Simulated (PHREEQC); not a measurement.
2.3 g of hydrous ferric oxide (600 m²/g; 0.2 weak and 0.005 strong sites per Fe, Dzombak-Morel constants, diffuse double layer) in 1 kg of water with 0.3 mol/kgw of an inert sodium salt and 1.3 mmol/kgw NaH2PO4 and 0.016 mmol/kgw Na2HAsO4, at 25 °C; the pH is set by adding NaOH or the inert anion's acid. O2 is buffered at 0.21 atm. The system is closed to CO2. Nothing may precipitate in this run.

Base run: PHREEQC, ion-association model, wateq4f.dat. Each further column changes one thing. The table gives P sorbed (%).

| pH | base | no electrostatic term (-no_edl) | background salt from 0.3 to 0.03 mol/kgw | oxide from 2.3 to 12 g/kgw | 0.00089 mol/kgw CuCl2 added |
|---|---|---|---|---|---|
| 4 | 100.0 | 98.7 | 100.0 | 100.0 | 100.0 |
| 4.38 | 100.0 | 98.8 | 100.0 | 100.0 | 100.0 |
| 4.75 | 100.0 | 98.8 | 100.0 | 100.0 | 100.0 |
| 5.5 | 100.0 | 99.0 | 100.0 | 100.0 | 100.0 |
| 5.88 | 100.0 | 99.2 | 100.0 | 100.0 | 100.0 |
| 6.25 | 100.0 | 99.4 | 100.0 | 100.0 | 100.0 |
| 6.62 | 100.0 | 99.6 | 100.0 | 100.0 | 100.0 |
| 7.38 | 99.6 | 99.6 | 99.8 | 100.0 | 99.7 |
| 7.75 | 98.8 | 99.6 | 99.3 | 100.0 | 99.1 |
| 8.12 | 96.0 | 99.5 | 97.1 | 99.9 | 97.3 |
| 8.5 | 88.8 | 99.4 | 89.8 | 99.6 | 92.3 |
| 9.25 | 60.0 | 98.5 | 55.3 | 95.2 | 69.7 |
| 9.62 | 42.4 | 97.2 | 35.6 | 86.6 | 53.6 |
| 10 | 25.0 | 94.2 | 18.5 | 68.2 | 34.9 |

H3PO4, which wateq4f.dat lacks, is added to it with the constant of phreeqc.dat. The database has no phosphate complexes of Cu. The database has no arsenate complexes of Cu. The database's constant for dissolved Cu(OH)2 is higher than later reviews accept.
